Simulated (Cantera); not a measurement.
Mixture: 15.1 % CH4, 17.8 % O2, 66.9 % N2, 0.166 % C2H6, equivalence ratio 1.7, at 10.0 bar, adiabatic and at constant pressure. Ignition delay is the time to a rise of 400 K.

Model: GRI-Mech 3.0 (53 species, 325 reactions), integrated in Cantera.

Predict: delay at 1250 K; delay at 1400 K; delay at 1550 K; delay at 1700 K; delay at 1850 K; apparent activation energy between 1775 and 1925 K.

delay at 1250 K: 2.61 ms
delay at 1400 K: 0.522 ms
delay at 1550 K: 0.118 ms
delay at 1700 K: 31.1 µs
delay at 1850 K: 10.3 µs
apparent activation energy between 1775 and 1925 K: 190 kJ/mol
